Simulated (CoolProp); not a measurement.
Vapour pressure (MPa) of n-perfluorohexane: the reference equation beside estimates from Tc = 174.9 °C, pc = 1.742 MPa, ω = 0.497. Clausius-Clapeyron is anchored at -43.15 °C with a constant enthalpy of vaporisation of 37.19 kJ/mol.

Computed with CoolProp (reference Helmholtz-energy equation of state, Gao 2022).

```csv
T (°C),reference,Lee-Kesler,Clausius-Clapeyron,van der Waals,Soave-Redlich-Kwong,Peng-Robinson
-47.15,0.0003224,0.0003326,0.0003230,0.05139,0.0003370,0.0003837
-43.15,0.0004557,0.0004670,0.0004557,0.05776,?,0.0005332
-39.15,0.0006346,0.0006468,0.0006353,0.06468,0.0006546,0.0007312
-35.05,?,0.0008910,0.0008830,0.07236,0.0009009,0.0009974
-31.05,0.001190,0.001202,0.001204,0.08045,0.001215,0.001334
-27.05,0.001593,0.001604,0.001626,0.08915,0.001619,?
-23.05,0.002107,0.002115,0.002175,0.09850,0.002133,0.002308
-18.95,0.002774,0.002779,0.002902,0.1088,?,?
-14.95,0.003590,0.003589,0.003811,0.1195,0.003613,0.003858
-10.95,0.004599,0.004592,0.004963,0.1309,0.004618,?
-6.95,0.005837,0.005821,0.006414,0.1430,0.005850,0.006174
-2.85,0.007384,0.007358,0.008275,0.1562,0.007387,0.007755
```

**Question.** Complete the blanks.

**Answer.** 
- -43.15, Soave-Redlich-Kwong: 0.0004730
- -35.05, reference: 0.0008784
- -27.05, Peng-Robinson: 0.001764
- -18.95, Soave-Redlich-Kwong: 0.002800
- -18.95, Peng-Robinson: 0.003008
- -10.95, Peng-Robinson: 0.004901

Absolute difference from the reference over all 12 rows, mean and median: Lee-Kesler 1.0 and 0.5 %, Clausius-Clapeyron 4.0 and 2.6 %, van der Waals 6461.6 and 5035.6 %, Soave-Redlich-Kwong 1.8 and 1.4 %, Peng-Robinson 10.9 and 10.1 %.
